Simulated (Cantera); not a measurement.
Input (Python, Cantera):

```python
import numpy as np
import cantera as ct

gas = ct.Solution("gri30.yaml")
gas.TPX = 1725, 120000, {'CH4': 1, 'H2': 0.36, 'O2': 2.48, 'N2': 9.31}
reactor = ct.IdealGasReactor(gas, energy="on", clone=False)
net = ct.ReactorNet([reactor])
net.rtol, net.atol = 1e-08, 1e-16
show = ['CH4', 'H2', 'O2', 'N2O', 'CH2CO']
times = np.geomspace(9e-06, 0.5, 15)

steps = ct.SolutionArray(gas, extra=["t"])
rows = []
print(f"{'t/s':>10s}{'T/K':>9s}{'P/Pa':>11s}" + "".join(f"{s:>11s}" for s in show))
for t in times:
    while net.time < t:
        t_next = net.step()
        steps.append(gas.state, t=t_next)
    rows.append([np.interp(t, steps.t, y) for y in (steps.T, steps.P, *steps(*show).X.T)])
    print(f"{t:10.3e}{rows[-1][0]:9.1f}{rows[-1][1]:11.4g}" + "".join(f"{x:11.3e}" for x in rows[-1][2:]))
rate = np.gradient(steps.T, steps.t)
print("integrator steps:", len(steps.t))
if steps.T.max() > steps.T[0] + 200:
    print(f"time of steepest temperature rise: {steps.t[rate.argmax()]:.4e} s")
gas.TPX = 1725, 120000, {'CH4': 1, 'H2': 0.36, 'O2': 2.48, 'N2': 9.31}
gas.equilibrate("UV")
print(f"equilibrium (UV): T = {gas.T:.1f} K  " + "  ".join(f"{s} {gas[s].X[0]:.3e}" for s in show))
```

Output:

```
       t/s      T/K       P/Pa        CH4         H2         O2        N2O      CH2CO
 9.000e-06   1724.8    1.2e+05  7.597e-02  2.737e-02  1.886e-01  1.678e-10  8.924e-12
 1.964e-05   1724.8    1.2e+05  7.572e-02  2.733e-02  1.884e-01  6.930e-10  1.574e-09
 4.286e-05   1732.6  1.206e+05  7.289e-02  2.707e-02  1.867e-01  3.557e-09  1.444e-06
 9.353e-05   2849.9  2.078e+05  2.406e-15  2.073e-02  3.983e-02  6.628e-07  5.027e-17
 2.041e-04   2956.4  2.138e+05  4.637e-15  1.860e-02  3.633e-02  1.063e-06  7.777e-17
 4.454e-04   2949.0  2.132e+05  4.906e-15  1.882e-02  3.380e-02  1.149e-06  7.937e-17
 9.721e-04   2944.8  2.128e+05  5.062e-15  1.895e-02  3.244e-02  1.224e-06  8.021e-17
 2.121e-03   2944.3  2.127e+05  5.081e-15  1.897e-02  3.229e-02  1.233e-06  8.030e-17
 4.629e-03   2944.3  2.127e+05  5.081e-15  1.897e-02  3.229e-02  1.233e-06  8.031e-17
 1.010e-02   2944.3  2.127e+05  5.081e-15  1.897e-02  3.229e-02  1.233e-06  8.031e-17
 2.205e-02   2944.3  2.127e+05  5.081e-15  1.897e-02  3.229e-02  1.233e-06  8.031e-17
 4.811e-02   2944.3  2.127e+05  5.081e-15  1.897e-02  3.229e-02  1.233e-06  8.031e-17
 1.050e-01   2944.3  2.127e+05  5.081e-15  1.897e-02  3.229e-02  1.233e-06  8.031e-17
 2.291e-01   2944.3  2.127e+05  5.081e-15  1.897e-02  3.229e-02  1.233e-06  8.031e-17
 5.000e-01   2944.3  2.127e+05  5.081e-15  1.897e-02  3.229e-02  1.233e-06  8.031e-17
integrator steps: 1698
time of steepest temperature rise: 7.2002e-05 s
equilibrium (UV): T = 2944.3 K  CH4 6.793e-15  H2 1.897e-02  O2 3.229e-02  N2O 1.233e-06  CH2CO 8.690e-17
```

Computed with Cantera and GRI-Mech 3.0 (53 species, 325 reactions).
